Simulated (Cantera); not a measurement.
# Thermodynamics of silicon carbide growth, feed CH3SiCl3 + C2H2 + H2

Charge: 1 mol CH3SiCl3, 0.12 mol C2H2, 1.6 mol H2, held at 2300 Pa.

Equilibrium computed with Cantera from the NASA thermochemical tables; the gas is ideal and each condensed phase is pure. Candidate condensed phases: C, C6H6, C7H8, C8H18, Si, SiC; 109 gas species. The feed counts by its element totals alone. The tables' values for SiCl, SiCl3 are old estimates; treat these amounts as uncertain. Gases not in the tables: Si2H6 and higher silanes. Kinetics and transport are ignored.

```tsv
T (K)	x HCl	x H2	x H	x SiCl2	x Cl	x Si	x SiCl	x SiC2	n C(graphite)	n SiC(s)
1823	0.521	0.421	0.00185	0.0516	0.00175	5.14e-6	4.73e-5	8.55e-8	0.498	0.741
1923	0.499	0.429	0.00407	0.0622	0.00356	3.01e-5	0.000152	8.56e-7	0.544	0.694
2023	0.475	0.435	0.00826	0.0720	0.00669	0.000148	0.000429	6.79e-6	0.589	0.647
2123	0.449	0.439	0.0157	0.0805	0.0118	0.000622	0.00109	4.41e-5	0.633	0.599
2223	0.419	0.439	0.0280	0.0870	0.0194	0.00230	0.00249	0.000241	0.678	0.547
2323	0.385	0.430	0.0471	0.0905	0.0303	0.00758	0.00524	0.00113	0.735	0.469
2423	0.341	0.406	0.0745	0.0892	0.0445	0.0226	0.0101	0.00467	0.839	0.305
2523	0.295	0.359	0.110	0.0760	0.0636	0.0531	0.0159	0.0147	0.982	0
```
x: gas mole fraction; n: condensed amount in mol.

From 1823 K to 2423 K the condensed part is C(graphite) + SiC(s). At 2523 K the condensed part is C(graphite). The main Si-bearing gas is SiCl2 throughout. The share of Si in condensed phases is highest at 1823 K (74.1 %) and lowest at 2523 K (0.0 %).
